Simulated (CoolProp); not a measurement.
Properties of n-hexane along the isobar 1.28 MPa.

Computed with CoolProp (reference Helmholtz-energy equation of state, Thol 2019).

```
T (°C)   phase  speed of sound (m/s)  expansivity (1/kK)
------  ------  --------------------  ------------------
136.75  liquid                 601.9               2.357
142.55  liquid                 576.0               2.479
148.35  liquid                 549.7               2.620
154.05  liquid                 523.4               2.782
159.85  liquid                 496.1               2.977
165.65  liquid                 468.0               3.213
171.45  liquid                 438.9               3.506
177.15  liquid                 409.0               3.872
182.95     gas                 156.7               6.595
188.75     gas                 161.8               5.963
```
